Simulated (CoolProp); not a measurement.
Properties of R1234ze(Z) along the isobar 8.96 MPa (Tc = 423.3 K, pc = 3.531 MPa, ω = 0.327).

Model: reference Helmholtz-energy equation of state, Akasaka 2019, in CoolProp.

```
T (K)   phase  cv (kJ/(kg K))  isothermal compressibility (1/MPa)  expansivity (1/kK)  fugacity coefficient
-----  ------  --------------  ----------------------------------  ------------------  --------------------
289.3  liquid          0.8659                            0.002087               1.809               0.01900
295.1  liquid          0.8747                            0.002234               1.856               0.02314
300.9  liquid          0.8837                            0.002395               1.905               0.02792
306.6  liquid          0.8927                            0.002569               1.956               0.03328
312.4  liquid          0.9019                            0.002762               2.011               0.03945
318.2  liquid          0.9111                            0.002975               2.070               0.04638
324    liquid          0.9205                            0.003210               2.133               0.05411
329.8  liquid          0.9298                            0.003470               2.200               0.06267
335.5  liquid          0.9390                            0.003753               2.271               0.07191
341.3  liquid          0.9484                            0.004074               2.348               0.08218
347.1  liquid          0.9577                            0.004433               2.432               0.09333
352.9  liquid          0.9670                            0.004837               2.523                0.1054
358.7  liquid          0.9763                            0.005292               2.621                0.1183
```
